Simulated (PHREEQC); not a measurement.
Consider water at 70 °C with 0.0013 mol TMAH and 0.0062 mol HBr per kg of water. Closed to the air; pH follows from the charge balance.

Equilibrium calculation in PHREEQC: ion-association model, phreeqc.dat.

This is a speciation only: nothing precipitates in the calculation.

Q: Predict the pH.

A: pH 2.35.

Species that the database lacks are ignored. (CH3)4N+ isn't in the database: it is added as a free cation with an ion size of 4 Å. At this temperature some constants are extrapolated from 25 °C, and those without enthalpy data are left unchanged.
